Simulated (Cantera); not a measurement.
Charge: 1 mol C2H2, 0.26 mol H2O, at 0.000120 bar.

Equilibrium computed with Cantera from the NASA thermochemical tables; the gas is ideal and each condensed phase is pure. Candidate condensed phases: C, C6H6, C7H8, C8H18, H2O; 110 gas species. Equilibrium is a limit: real reactors are often held back by kinetics, nucleation or transport.

log p: log10 of the partial pressure in bar; n: condensed amount in mol.

| T (K) | log p H | log p H2 | log p CO | log p C3 | n C(graphite) |
|---|---|---|---|---|---|
| 2248 | -4.28 | -4.29 | -4.80 | ___ | 1.73 |
| 2273 | -4.24 | -4.33 | -4.81 | ___ | 1.73 |
| 2298 | -4.21 | -4.37 | -4.82 | ___ | 1.73 |
| 2323 | -4.17 | -4.42 | -4.83 | ___ | 1.73 |
| 2348 | -4.14 | -4.47 | -4.84 | ___ | 1.73 |
| 2373 | -4.12 | -4.53 | -4.85 | ___ | 1.73 |
| 2398 | -4.10 | -4.59 | -4.87 | ___ | 1.73 |
| 2423 | -4.08 | -4.65 | -4.88 | ___ | 1.72 |
| 2448 | -4.06 | -4.72 | -4.89 | ___ | 1.72 |
| 2473 | -4.04 | -4.79 | -4.90 | ___ | 1.71 |
| 2498 | -4.03 | -4.86 | -4.90 | ___ | 1.70 |
| 2523 | -4.02 | -4.93 | -4.91 | ___ | 1.68 |
| 2548 | -4.02 | -5.01 | -4.92 | ___ | 1.65 |

Problem. Fill in the missing entries.

Solution. 
- 2248, log p C3: -8.20
- 2273, log p C3: -8.00
- 2298, log p C3: -7.79
- 2323, log p C3: -7.59
- 2348, log p C3: -7.40
- 2373, log p C3: -7.21
- 2398, log p C3: -7.02
- 2423, log p C3: -6.84
- 2448, log p C3: -6.66
- 2473, log p C3: -6.49
- 2498, log p C3: -6.32
- 2523, log p C3: -6.15
- 2548, log p C3: -5.99
